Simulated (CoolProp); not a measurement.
Saturation properties of tetradecamethylhexasiloxane (MD4M).

Values from CoolProp's reference Helmholtz-energy equation of state, Thol 2019.

```json
[
 {"T (°C)": "92.35", "p (bar)": "0.001923", "liquid density (kg/m³)": "821.2", "vapour density (kg/m³)": "0.02907", "enthalpy of vaporisation (kJ/kg)": "151.7", "liquid cp (kJ/(kg K))": "(withheld)", "surface tension (mN/m)": "13.7"},
 {"T (°C)": "96.55", "p (bar)": "0.002492", "liquid density (kg/m³)": "817.1", "vapour density (kg/m³)": "0.03726", "enthalpy of vaporisation (kJ/kg)": "150.4", "liquid cp (kJ/(kg K))": "1.874", "surface tension (mN/m)": "13.4"},
 {"T (°C)": "100.75", "p (bar)": "0.003205", "liquid density (kg/m³)": "812.9", "vapour density (kg/m³)": "(withheld)", "enthalpy of vaporisation (kJ/kg)": "149.0", "liquid cp (kJ/(kg K))": "1.883", "surface tension (mN/m)": "13.2"},
 {"T (°C)": "104.85", "p (bar)": "0.004066", "liquid density (kg/m³)": "808.9", "vapour density (kg/m³)": "0.05948", "enthalpy of vaporisation (kJ/kg)": "147.7", "liquid cp (kJ/(kg K))": "(withheld)", "surface tension (mN/m)": "12.9"},
 {"T (°C)": "109.05", "p (bar)": "0.005150", "liquid density (kg/m³)": "804.7", "vapour density (kg/m³)": "0.07454", "enthalpy of vaporisation (kJ/kg)": "(withheld)", "liquid cp (kJ/(kg K))": "1.901", "surface tension (mN/m)": "12.6"},
 {"T (°C)": "113.15", "p (bar)": "0.006442", "liquid density (kg/m³)": "800.7", "vapour density (kg/m³)": "0.09229", "enthalpy of vaporisation (kJ/kg)": "145.0", "liquid cp (kJ/(kg K))": "1.909", "surface tension (mN/m)": "12.4"},
 {"T (°C)": "117.35", "p (bar)": "0.008047", "liquid density (kg/m³)": "796.5", "vapour density (kg/m³)": "0.1141", "enthalpy of vaporisation (kJ/kg)": "(withheld)", "liquid cp (kJ/(kg K))": "1.918", "surface tension (mN/m)": "12.1"},
 {"T (°C)": "121.45", "p (bar)": "0.009936", "liquid density (kg/m³)": "792.4", "vapour density (kg/m³)": "0.1395", "enthalpy of vaporisation (kJ/kg)": "142.4", "liquid cp (kJ/(kg K))": "1.926", "surface tension (mN/m)": "11.9"},
 {"T (°C)": "125.65", "p (bar)": "0.01225", "liquid density (kg/m³)": "788.2", "vapour density (kg/m³)": "0.1703", "enthalpy of vaporisation (kJ/kg)": "141.1", "liquid cp (kJ/(kg K))": "1.935", "surface tension (mN/m)": "11.6"},
 {"T (°C)": "129.75", "p (bar)": "0.01495", "liquid density (kg/m³)": "784.0", "vapour density (kg/m³)": "0.2058", "enthalpy of vaporisation (kJ/kg)": "139.8", "liquid cp (kJ/(kg K))": "1.943", "surface tension (mN/m)": "11.4"},
 {"T (°C)": "133.95", "p (bar)": "0.01822", "liquid density (kg/m³)": "779.8", "vapour density (kg/m³)": "(withheld)", "enthalpy of vaporisation (kJ/kg)": "138.4", "liquid cp (kJ/(kg K))": "1.952", "surface tension (mN/m)": "11.1"}
]
```

Fill in the missing entries.


- 92.35, liquid cp (kJ/(kg K)): 1.865
- 100.75, vapour density (kg/m³): 0.04738
- 104.85, liquid cp (kJ/(kg K)): 1.892
- 109.05, enthalpy of vaporisation (kJ/kg): 146.3
- 117.35, enthalpy of vaporisation (kJ/kg): 143.7
- 133.95, vapour density (kg/m³): 0.2484

It boils at 259.7 °C under 1 atm.

Surface tension comes from a separate correlation (Mulero 2014), older than this fluid's equation and unchecked against measurements.
